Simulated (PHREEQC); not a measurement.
A solution holds 26 mmol/kgw Cu(NO3)2 and 180 mmol/kgw HBF4, at 75 °C. Closed to the air; pH follows from the charge balance.

All values are PHREEQC results (ion-association model, wateq4f.dat), not measurements.

Precipitation was switched off in this run.

### Question
Estimate the pH, ionic strength.

### Answer
pH 0.88; ionic strength 0.249 mol/kgw.

### Question
In which forms is B present?

### Answer
BF4- 92 %, H3BO3 4.9 %, BF3OH- 2.3 % of the B.

At this temperature some constants are extrapolated from 25 °C, and those without enthalpy data are left unchanged. Real BF4- forms and hydrolyses slowly; the run takes it at equilibrium.
